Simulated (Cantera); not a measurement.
A perfectly stirred reactor is fed with 0.754 % H2, 99.2 % O2, equivalence ratio 0.0038, at 2670 Pa; it is held at 1300 K, and followed from long to short residence time.

Cantera simulation using the H2/O2 subset of GRI-Mech 3.0, which has no nitrogen chemistry; the numbers are that mechanism's predictions, not measurements. Radical loss at walls, strong at low pressure, is not modelled.

Question: Predict: x(H2) at τ = 4.10 s; x(O2) at τ = 4.10 s; x(OH) at τ = 4.10 s; x(HO2) at τ = 4.10 s; x(H2O) at τ = 4.10 s; x(H2) at τ = 61.0 ms; x(O2) at τ = 61.0 ms; x(OH) at τ = 61.0 ms; x(HO2) at τ = 61.0 ms; x(H2O) at τ = 61.0 ms.

Answer: 
```json
{
  "x(H2) at τ = 4.10 s": "8.73e-6",
  "x(O2) at τ = 4.10 s": "0.992",
  "x(OH) at τ = 4.10 s": "0.000226",
  "x(HO2) at τ = 4.10 s": "2.17e-7",
  "x(H2O) at τ = 4.10 s": "0.00744",
  "x(H2) at τ = 61.0 ms": "0.000104",
  "x(O2) at τ = 61.0 ms": "0.988",
  "x(OH) at τ = 61.0 ms": "0.000715",
  "x(HO2) at τ = 61.0 ms": "8.07e-7",
  "x(H2O) at τ = 61.0 ms": "0.00703"
}
```
